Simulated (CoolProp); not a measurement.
Vapour-liquid equilibrium of ethylbenzene (1) + o-xylene (2) at 490.1 K; x and y are mole fractions of (1).

Model: multi-fluid Helmholtz-energy mixture model, Zhou 2012 and Zhou 2012; pair parameters Bell 2016, in CoolProp.

| x | bubble pressure, mixture model (MPa) | bubble pressure, Raoult's law (MPa) | y, mixture model | y, Raoult's law |
|---|---|---|---|---|
| 0.05 | 0.5054 | 0.5055 | 0.057 | 0.058 |
| 0.125 | 0.5123 | 0.5123 | 0.142 | 0.144 |
| 0.2 | 0.5194 | 0.5190 | 0.225 | 0.228 |
| 0.275 | 0.5267 | 0.5258 | 0.306 | 0.309 |
| 0.35 | 0.5340 | 0.5325 | 0.385 | 0.388 |
| 0.425 | 0.5413 | 0.5393 | 0.462 | 0.466 |
| 0.5 | 0.5486 | 0.5460 | 0.537 | 0.541 |
| 0.575 | 0.5557 | 0.5528 | 0.610 | 0.615 |
| 0.65 | 0.5626 | 0.5595 | 0.681 | 0.687 |
| 0.725 | 0.5693 | 0.5663 | 0.751 | 0.757 |
| 0.8 | 0.5757 | 0.5731 | 0.820 | 0.825 |
| 0.875 | 0.5818 | 0.5798 | 0.887 | 0.892 |
| 0.95 | 0.5875 | 0.5866 | 0.955 | 0.957 |

The largest gap from Raoult's law is +0.6 % in bubble pressure, at x = 0.65. No azeotrope shows between x = 0.05 and 0.95.

Pair parameters are fitted to limited data, so mixtures are less certain than the pure fluids.
